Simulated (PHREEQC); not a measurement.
# Nickel, zinc or cadmium bath (model solution)

Solution (75 °C): 0.21 mol/kgw CdSO4, 0.00082 mol/kgw NaOH and 0.011 mol/kgw H2SO4. Closed to the air; pH follows from the charge balance.

Equilibrium calculation in PHREEQC: ion-association model, wateq4f.dat.

Each row changes one thing in this solution. No solid was allowed to form.

```tsv
case	pH	ionic strength (mol/kgw)	Cd+2 (mol/kgw)	CdSO4 (mol/kgw)	SO4-2 (mol/kgw)	Cd(SO4)2-2 (mol/kgw)	SI of Mirabilite (Na2SO4:10H2O)
as made	2.51	0.367	0.0921	0.0846	0.0526	0.0333	-9.43
diluted 10-fold with water	3.17	0.0474	0.0117	0.00853	0.0106	0.000794	-11.60
diluted 100-fold with water	3.86	0.00669	0.00162	0.000473	0.00166	6.70e-6	-14.09
H2SO4 left out	6.82	0.358	0.0884	0.0853	0.0545	0.0351	-9.41
temperature from 75 to 15 °C	2.10	0.376	0.0912	0.0782	0.0506	0.0407	-6.85
0.13 mol/kgw MnCl2 added	2.58	0.487	0.0360	0.0377	0.0687	0.0175	-9.41
```

Species that the database lacks are ignored. At this temperature some constants are extrapolated from 25 °C, and those without enthalpy data are left unchanged.
